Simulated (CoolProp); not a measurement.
Properties of 1-butene along the isotherm 193.95 °C (Tc = 146.1 °C, pc = 4006 kPa, ω = 0.192).

Model: reference Helmholtz-energy equation of state, Lemmon 2005, in CoolProp. It is a short technical equation, of lower accuracy than the large ones.

```
p (kPa)          phase  cv (kJ/(kg K))  isothermal compressibility (1/MPa)  fugacity coefficient
-------  -------------  --------------  ----------------------------------  --------------------
668                gas           2.044                               1.564                0.9596
1340               gas           2.059                              0.8199                0.9198
2000               gas           2.074                              0.5818            (withheld)
2670               gas           2.092                              0.4666                0.8428
3340               gas           2.111                              0.4041                0.8049
4010     supercritical           2.132                              0.3695            (withheld)
4670     supercritical           2.156                              0.3521                0.7316
5340     supercritical           2.181                              0.3437                0.6956
6010     supercritical           2.205                              0.3323            (withheld)
6680     supercritical           2.220                              0.2946                0.6268
7340     supercritical           2.219                          (withheld)                0.5956
8010     supercritical           2.208                              0.1562                0.5667
8680     supercritical           2.195                              0.1095                0.5410
9350     supercritical      (withheld)                             0.08063                0.5183
10000    supercritical           2.177                             0.06283                0.4988
```

Problem. Some entries are withheld; supply them.

Solution. 
- 2000, fugacity coefficient: 0.8813
- 4010, fugacity coefficient: 0.7677
- 6010, fugacity coefficient: 0.6605
- 7340, isothermal compressibility (1/MPa): 0.2250
- 9350, cv (kJ/(kg K)): 2.185
